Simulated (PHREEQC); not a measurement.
A PHREEQC speciation (ion-association model, phreeqc.dat) at 25 °C gives pH 7.01 and these molalities:

```json
[
 {"species": "Ca+2", "mol/kgw": "0.000903"},
 {"species": "SO4-2", "mol/kgw": "0.000903"},
 {"species": "CaSO4", "mol/kgw": "8.68e-5"},
 {"species": "OH-", "mol/kgw": "1.10e-7"},
 {"species": "H+", "mol/kgw": "1.04e-7"}
]
```

Q: What are the element totals, and what could have been dissolved in 1 kg of water to give them?

A: One answer among several that fit: totals Ca 0.000990, S(6) 0.000990 mol/kgw, from 0.99 mmol/kgw CaSO4.

Precipitation was switched off in this run. Complexes and solids missing from the database can't appear.
